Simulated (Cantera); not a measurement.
Cantera run, input and output.

```python
import numpy as np
import cantera as ct

gas = ct.Solution("gri30.yaml")
gas.TPX = 673, 13332, {'CH4': 1, 'C2H6': 0.49, 'C3H8': 0.17, 'O2': 3.51, 'N2': 13.2}
flame = ct.FreeFlame(gas, width=0.16)
flame.set_refine_criteria(ratio=3, slope=0.08, curve=0.16)
flame.transport_model = "mixture-averaged"
flame.solve(loglevel=0, auto=True)
z, T = flame.grid, flame.T
thick = (T[-1] - T[0]) / np.gradient(T, z).max()
show = ['CH4', 'C2H6', 'C3H8', 'NO2', 'N2O', 'O']
print(f"laminar burning velocity  {flame.velocity[0] * 100:.3f} cm/s")
print(f"burnt temperature         {T[-1]:.1f} K")
print(f"thermal thickness         {thick * 1e3:.4f} mm")
print(f"grid points               {len(z)}")
z0 = z[flame.heat_release_rate.argmax()]
print(f"{'z/mm':>9s}{'T/K':>9s}{'u/(m/s)':>9s}" + "".join(f"{s:>11s}" for s in show))
rows = []
for k in (-3, -2, -1.5, -1, -0.5, -0.25, 0, 0.25, 0.5, 1, 2, 4, 8):
    zz = z0 + k * thick
    rows.append([k * thick, np.interp(zz, z, T), np.interp(zz, z, flame.velocity),
                 *(np.interp(zz, z, flame.X[gas.species_index(s)]) for s in show)])
    print(f"{rows[-1][0] * 1e3:9.3f}{rows[-1][1]:9.1f}{rows[-1][2]:9.3f}" + "".join(f"{x:11.3e}" for x in rows[-1][3:]))
```

It prints:

```
laminar burning velocity  193.633 cm/s
burnt temperature         2301.6 K
thermal thickness         1.8966 mm
grid points               156
     z/mm      T/K  u/(m/s)        CH4       C2H6       C3H8        NO2        N2O          O
   -5.690    673.2    1.941  5.431e-02  2.662e-02  9.237e-03  5.882e-11  5.781e-14  4.434e-11
   -3.793    675.0    1.954  5.399e-02  2.651e-02  9.201e-03  8.473e-10  1.020e-12  1.710e-09
   -2.845    682.3    1.985  5.343e-02  2.633e-02  9.148e-03  4.119e-09  6.635e-12  1.615e-08
   -1.897    738.7    2.175  5.106e-02  2.554e-02  8.914e-03  2.027e-08  8.438e-11  2.438e-07
   -0.948   1115.3    3.394  3.835e-02  1.816e-02  5.901e-03  2.795e-08  1.275e-09  1.394e-05
   -0.474   1501.0    4.696  2.336e-02  6.580e-03  1.530e-03  1.691e-08  3.602e-09  1.485e-04
    0.000   1854.1    5.911  7.733e-03  4.078e-04  3.359e-05  5.349e-09  6.805e-09  7.663e-04
    0.474   2033.5    6.516  1.219e-03  3.214e-06  4.043e-08  1.052e-09  8.059e-09  1.751e-03
    0.948   2086.3    6.681  1.181e-04  1.094e-08  7.825e-12  5.976e-10  8.264e-09  2.481e-03
    1.897   2105.7    6.718  8.102e-07  5.552e-13  6.224e-19  7.075e-10  7.274e-09  2.798e-03
    3.793   2115.5    6.730  2.600e-10  3.224e-19  2.726e-27  7.748e-10  6.271e-09  2.695e-03
    7.586   2125.4    6.754  1.491e-14  1.235e-24  1.855e-35  8.401e-10  6.202e-09  2.548e-03
   15.173   2141.5    6.796  3.888e-16  2.970e-30 -1.324e-42  9.717e-10  6.448e-09  2.319e-03
```

Cantera simulation using GRI-Mech 3.0 (53 species, 325 reactions); the numbers are that mechanism's predictions, not measurements. Burning velocities carry a grid error of a few per cent, more on coarse grids.
